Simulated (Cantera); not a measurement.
A Cantera script and its output.

```python
import numpy as np
import cantera as ct

gas = ct.Solution("gri30.yaml")
gas.TPX = 1425, 500000, {'CH4': 1, 'CO2': 1.3, 'H2O': 0.17}
reactor = ct.IdealGasConstPressureReactor(gas, energy="off", clone=False)
net = ct.ReactorNet([reactor])
net.rtol, net.atol = 1e-08, 1e-18
show = ['CH4', 'CO2', 'O', 'H2O', 'CH2', 'C2H', 'OH']
times = np.geomspace(3e-06, 20, 10)

steps = ct.SolutionArray(gas, extra=["t"])
rows = []
print(f"{'t/s':>10s}{'T/K':>9s}{'P/Pa':>11s}" + "".join(f"{s:>11s}" for s in show))
for t in times:
    while net.time < t:
        t_next = net.step()
        steps.append(gas.state, t=t_next)
    rows.append([np.interp(t, steps.t, y) for y in (steps.T, steps.P, *steps(*show).X.T)])
    print(f"{t:10.3e}{rows[-1][0]:9.1f}{rows[-1][1]:11.4g}" + "".join(f"{x:11.3e}" for x in rows[-1][2:]))
rate = np.gradient(steps.T, steps.t)
print("integrator steps:", len(steps.t))
if steps.T.max() > steps.T[0] + 200:
    print(f"time of steepest temperature rise: {steps.t[rate.argmax()]:.4e} s")
gas.TPX = 1425, 500000, {'CH4': 1, 'CO2': 1.3, 'H2O': 0.17}
gas.equilibrate("TP")
print(f"equilibrium (TP): T = {gas.T:.1f} K  " + "  ".join(f"{s} {gas[s].X[0]:.3e}" for s in show))
```

Output:

```
       t/s      T/K       P/Pa        CH4        CO2          O        H2O        CH2        C2H         OH
 3.000e-06   1425.0      5e+05  4.049e-01  5.263e-01  1.266e-15  6.883e-02  5.515e-14  6.781e-27  1.976e-10
 1.719e-05   1425.0      5e+05  4.049e-01  5.263e-01  1.738e-15  6.883e-02  1.706e-12  4.206e-23  9.254e-10
 9.852e-05   1425.0      5e+05  4.048e-01  5.263e-01  9.288e-15  6.883e-02  2.884e-11  2.263e-19  3.692e-09
 5.646e-04   1425.0      5e+05  4.047e-01  5.263e-01  1.499e-14  6.883e-02  4.942e-11  6.378e-17  4.825e-09
 3.236e-03   1425.0      5e+05  4.038e-01  5.263e-01  2.540e-14  6.883e-02  8.716e-11  8.718e-15  6.409e-09
 1.854e-02   1425.0      5e+05  3.979e-01  5.250e-01  4.931e-14  6.882e-02  1.746e-10  2.001e-12  9.232e-09
 1.063e-01   1425.0      5e+05  3.626e-01  5.087e-01  4.022e-14  7.152e-02  1.680e-10  6.518e-11  9.894e-09
 6.090e-01   1425.0      5e+05  2.429e-01  4.028e-01  4.135e-14  1.287e-01  3.166e-10  3.093e-10  1.874e-08
 3.490e+00   1425.0      5e+05  1.116e-01  2.087e-01  8.060e-14  2.340e-01  6.301e-10  6.626e-10  4.487e-08
 2.000e+01   1425.0      5e+05  1.166e-01  1.502e-01  8.690e-14  1.787e-01  1.823e-10  1.960e-10  2.823e-08
integrator steps: 1409
equilibrium (TP): T = 1425.0 K  CH4 1.373e-04  CO2 3.544e-02  O 3.114e-14  H2O 6.987e-02  CH2 4.685e-14  C2H 1.469e-17  OH 7.278e-09
```

Detailed kinetics in Cantera: GRI-Mech 3.0 (53 species, 325 reactions).
